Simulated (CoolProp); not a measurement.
A closed Brayton cycle with carbon dioxide: compressor inlet 324.15 K and 8.3 MPa, high pressure 28.5 MPa, turbine inlet 640 K, compressor efficiency 0.8, turbine efficiency 0.93, recuperator effectiveness 0.95 (on enthalpy, no pinch check). Each further row changes one setting.

Model: reference Helmholtz-energy equation of state, Span 1996, in CoolProp.

```json
[
 {"case": "as stated", "thermal efficiency (%)": "23.5", "net work (kJ/kg)": "49.0", "compressor to turbine work": "0.59", "compressor exit (K)": "429.4", "turbine exit (K)": "509.1"},
 {"case": "turbine inlet 590 K", "thermal efficiency (%)": "18.6", "net work (kJ/kg)": "35.8", "compressor to turbine work": "0.66", "compressor exit (K)": "429.4", "turbine exit (K)": "464.3"},
 {"case": "compressor inlet 334.15 K", "thermal efficiency (%)": "20.4", "net work (kJ/kg)": "40.3", "compressor to turbine work": "0.66", "compressor exit (K)": "448.2", "turbine exit (K)": "509.1"},
 {"case": "high pressure 24.2 MPa", "thermal efficiency (%)": "24.6", "net work (kJ/kg)": "47.1", "compressor to turbine work": "0.55", "compressor exit (K)": "414.8", "turbine exit (K)": "525.9"},
 {"case": "recuperator effectiveness 0.5", "thermal efficiency (%)": "19.6", "net work (kJ/kg)": "49.0", "compressor to turbine work": "0.59", "compressor exit (K)": "429.4", "turbine exit (K)": "509.1"}
]
```
